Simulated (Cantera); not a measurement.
Charge: 1 mol MgSO4, 0.089 mol H2O, equilibrated at 2025 K and 0.200 bar.

Equilibrium computed with Cantera from the NASA thermochemical tables; the gas is ideal and each condensed phase is pure. Candidate condensed phases: H2O, H2SO4, Mg, MgO, Mg(OH)2, MgS, MgSO4, S; 26 gas species. Kinetics and transport are ignored.

Base state: SO2 0.627, O2 0.313, H2O 0.0544, OH 0.00282, O 0.00101, SO3 0.000823, SO 0.000466, H2 7.57e-5 (mole fractions); condensed: MgO(s).

Question: What changes in the equilibrium state with this change: H2O from 0.089 to 0.34 mol?

Answer: 
```csv
species,before,after
SO2,0.627,0.541
O2,0.313,0.270
H2O,0.0544,0.182
H2,7.57e-5,0.000272
H,3.74e-5,7.10e-5
OH,0.00282,0.00495
SO3,0.000823,0.000659
"MgO(s), mol",1.000,1.000
```
